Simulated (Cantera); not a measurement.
Input: 1 mol Si2H6, 0.12 mol HCl, 3.4 mol H2, equilibrated at 1573.15 K and 12.0 mbar.

These are equilibrium values from Cantera (NASA tables, ideal gas, pure condensed phases), not measurements of a reactor. Candidate condensed phases: Si; 19 gas species. The feed counts by its element totals alone. Rates play no part.

**Question.** What is the equilibrium state?

**Answer.** 
```json
{
  "x(H2)": "0.982",
  "x(HCl)": "0.0165",
  "x(SiCl2)": "0.000939",
  "x(H)": "0.000368",
  "x(Cl)": "4.92e-6",
  "x(Si)": "4.60e-6",
  "x(SiH2)": "3.61e-6",
  "x(SiCl)": "3.38e-6",
  "x(SiCl3)": "2.73e-6",
  "n(Si(s))": "1.99 mol",
  "gas_amount": "6.521 mol"
}
```
